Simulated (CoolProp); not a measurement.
Saturation properties of dodecamethylcyclohexasiloxane (D6) (Tc = 645.8 K, pc = 9.614 bar, ω = 0.736).

Values from CoolProp's reference Helmholtz-energy equation of state, Colonna 2008. It is a short technical equation, of lower accuracy than the large ones.

```
T (K)   p (bar)  liquid density (kg/m³)  surface tension (mN/m)
-----  --------  ----------------------  ----------------------
371.7  0.006450                   886.7                    13.0
383.9       ___                   873.0                    12.1
396     0.02127                   859.2                    11.2
408.1   0.03592                   845.2                    10.4
420.2       ___                   831.1                    9.55
432.3   0.09112                   816.7                    8.74
444.4    0.1380                   802.2                     ___
456.5       ___                     ___                    7.22
468.6       ___                   772.1                    6.50
```

### Question
Fill in the missing entries.

### Answer

- 383.9, p (bar): 0.01204
- 420.2, p (bar): 0.05826
- 444.4, surface tension (mN/m): 7.97
- 456.5, p (bar): 0.2029
- 456.5, liquid density (kg/m³): 787.3
- 468.6, p (bar): 0.2907

It boils at 518.1 K under 1 atm.

Surface tension comes from a separate correlation (Mulero 2014).
